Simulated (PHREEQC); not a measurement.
Dissolve 0.00019 mol/kgw H4SiO4 at 20 °C. Closed to the air; pH follows from the charge balance.

Computed with PHREEQC (ion-association model, phreeqc.dat).

No solid was allowed to form.

Q: What pH does the model give?

A: pH 6.76.

Saturation is exceeded, for instance for Quartz (slow to form); the values hold only as long as no solid forms.
